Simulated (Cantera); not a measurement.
Feed: 1 mol PH₃, 0.29 mol O₂, 0.16 mol H₂, equilibrated at 1573 K and 101000 Pa.

Equilibrium computed with Cantera from the NASA thermochemical tables; the gas is ideal and each condensed phase is pure. Candidate condensed phases: H₂O, P, P₄O₁₀; 17 gas species. Gases not in the tables: HPO₂, HPO₃ and P₄O₆. Rates play no part.

Problem. What is the equilibrium state?

Solution. 
| Quantity | Result |
|---|---|
| x(H₂) | 0.532 |
| x(H₂O) | 0.243 |
| x(P₂) | 0.188 |
| x(P₄) | 0.0184 |
| x(PO₂) | 0.00962 |
| x(PO) | 0.00870 |
| x(PH₃) | 9.01e-5 |
| x(H) | 2.95e-5 |
| x(PH) | 1.31e-5 |
| gas amount | 2.140 mol |
| log10 activity of P(l) (absent) | -1.06 |
